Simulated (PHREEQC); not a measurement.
Dissolve 5.9 mmol/kgw NH4HSO4 and 48 mmol/kgw Na2SO4 at 25 °C. Closed to the air; pH follows from the charge balance.

The numbers come from PHREEQC with the ion-association model, phreeqc.dat.

This is a speciation only: nothing precipitates in the calculation.

Question: Order these S species by the share of S that they hold, largest first: NH4SO4-, HSO4-, NaSO4-, SO4-2.

Answer: SO4-2 (80 %), NaSO4- (12 %), HSO4- (6.5 %), NH4SO4- (1.6 %)

The pH is 2.71 and the ionic strength 0.140 mol/kgw.
